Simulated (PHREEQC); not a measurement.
Solution (25 °C): 0.1 mol/kgw CaCl2 and 0.0012 mol/kgw NaHF2. Closed to the air; pH follows from the charge balance.

Equilibrium calculation in PHREEQC: ion-association model, phreeqc.dat.

No solid was allowed to form.

Problem. Predict the pH, density.

Solution. pH 3.38; density 1.006 g/cm³.

Problem. In which forms is F present?

Solution. F- 72 %, HF 28 % of the F.

Examples of supersaturated solids here: Fluorite. Others may be too. Complexes and solids missing from the database can't appear.
